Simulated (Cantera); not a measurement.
A freely propagating, adiabatic, planar premixed flame of CH₄ : O₂ : N₂ = 1 : 2.7 : 10.8 (molar parts), equivalence ratio 0.74, unburnt at 525 K and 0.200 bar; mixture-averaged transport, grid criteria slope 0.08 and curve 0.16, no radiation.

Detailed kinetics in Cantera: GRI-Mech 3.0 (53 species, 325 reactions). Burning velocities carry a grid error of a few per cent, more on coarse grids.

x: mole fraction of selected species; z is measured from the peak of heat release.

| z (mm) | T (K) | u (m/s) | x CH₄ | x O₂ | x CH₂ | x HCN | x C₂H₂ | x HCO |
|---|---|---|---|---|---|---|---|---|
| -5.11 | 525 | 1.02 | 0.0689 | 0.186 | <1e-8 | <1e-8 | <1e-8 | <1e-8 |
| -3.41 | 526 | 1.02 | 0.0688 | 0.186 | <1e-8 | <1e-8 | <1e-8 | <1e-8 |
| -2.55 | 530 | 1.03 | 0.0685 | 0.185 | <1e-8 | <1e-8 | <1e-8 | <1e-8 |
| -1.70 | 564 | 1.10 | 0.0663 | 0.183 | <1e-8 | <1e-8 | … | <1e-8 |
| -0.851 | 842 | 1.66 | 0.0501 | 0.162 | 2.98e-7 | 6.43e-8 | … | 3.68e-7 |
| -0.426 | 1173 | 2.33 | 0.0289 | 0.131 | 6.23e-6 | 1.95e-7 | … | 9.01e-6 |
| 0 | 1498 | 2.99 | 0.00782 | 0.0928 | 2.22e-5 | 4.14e-7 | … | 4.26e-5 |
| 0.426 | 1630 | 3.26 | 0.000778 | 0.0702 | 4.86e-6 | 3.45e-7 | … | 1.46e-5 |
| 0.851 | 1664 | 3.32 | 4.61e-5 | 0.0619 | 3.22e-7 | 1.42e-7 | … | 1.19e-6 |
| 1.70 | 1700 | 3.37 | 1.39e-7 | 0.0568 | <1e-8 | 1.65e-8 | <1e-8 | 1.34e-8 |
| 3.41 | 1747 | 3.45 | <1e-8 | 0.0541 | <1e-8 | <1e-8 | <1e-8 | <1e-8 |
| 6.81 | 1807 | 3.56 | <1e-8 | 0.0525 | <1e-8 | <1e-8 | <1e-8 | <1e-8 |
| 13.6 | 1873 | 3.67 | <1e-8 | 0.0510 | <1e-8 | <1e-8 | <1e-8 | <1e-8 |

Question: Some entries are withheld; supply them.

Answer: 
- -1.70, x C₂H₂: 1.30e-7
- -0.851, x C₂H₂: 2.41e-6
- -0.426, x C₂H₂: 8.05e-6
- 0, x C₂H₂: 1.39e-5
- 0.426, x C₂H₂: 2.21e-6
- 0.851, x C₂H₂: 6.68e-8
